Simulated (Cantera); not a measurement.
Charge: 1 mol B2O3, 1.8 mol NH3, at 752 °C and 13.3 mbar.

These are equilibrium values from Cantera (NASA tables, ideal gas, pure condensed phases), not measurements of a reactor. Candidate condensed phases: B, BN, B2O3, B3O3H3, H2O; 39 gas species. Mutual solubility and eutectic melting of coexisting phases are not modelled. Rates play no part.

Base state: H2 0.749, N2 0.250, H2O 0.00107, HBO2 1.24e-5 (mole fractions); condensed: BN(s) + B2O3(l).

**Question.** What changes in the equilibrium state with this change: B2O3 replaced by borazine?

**Answer.** 
```json
[
 {"species": "H2", "before": "0.749", "after": "0.864"},
 {"species": "N2", "before": "0.250", "after": "0.136"},
 {"species": "H2O", "before": "0.00107", "after": "0"},
 {"species": "HBO2", "before": "1.24e-5", "after": "0"},
 {"species": "BN(s), mol", "before": "0.00259", "after": "3.00"},
 {"species": "B2O3(l), mol", "before": "0.999", "after": "0"}
]
```
The feed counts by its element totals alone.
